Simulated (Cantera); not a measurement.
Charge: 1 mol SiHCl₃, 0.36 mol N₂, 0.85 mol H₂, at 998.15 K and 65.0 Pa.

Cantera equilibrium calculation (NASA polynomials, part measured and part estimated; ideal gas, pure solids and liquids). Candidate condensed phases: NH₄Cl, Si, Si₃N₄; 28 gas species. N₂ is the only nitrogen source here; it is nearly inert below about 1500 K, so the nitride shown seldom forms there in practice. The tables' values for SiCl₃ are old estimates; treat these amounts as uncertain. The numbers say what is thermodynamically allowed, not how fast it happens.

Base state: HCl 0.440, H₂ 0.346, SiCl₄ 0.203, N₂ 0.00820, SiCl₃ 0.00125, SiHCl₃ 0.00111, SiCl₂ 0.000190 (mole fractions); condensed: Si₃N₄(s).

Question: What changes in the equilibrium state with this change: N₂ from 0.36 to 19 mol?

Answer: 
| species | before | after |
|---|---|---|
| N₂ | 0.00820 | 0.876 |
| HCl | 0.440 | 0.0974 |
| H₂ | 0.346 | 0.0152 |
| SiCl₄ | 0.203 | 0.0111 |
| SiHCl₃ | 0.00111 | 1.21e-5 |
| SiCl₂ | 0.000190 | 9.35e-6 |
| Si₃N₄(s), mol | 0.170 | 0.255 |
